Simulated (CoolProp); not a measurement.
Model: reference Helmholtz-energy equation of state, Setzmann 1991, in CoolProp.

Question: For methane, give the phase and the speed of sound (m/s), viscosity (µPa s) at -49.45 °C and 1.07 bar; 343.65 °C and 0.126 bar; 108.85 °C and 14 bar.

Answer: 
- -49.45 °C and 1.07 bar: gas; speed of sound 391, viscosity 8.71
- 343.65 °C and 0.126 bar: gas; speed of sound 615, viscosity 19.9
- 108.85 °C and 14 bar: gas; speed of sound 500, viscosity 13.9

Viscosity comes from a separate model (Quiñones-Cisneros 2006).
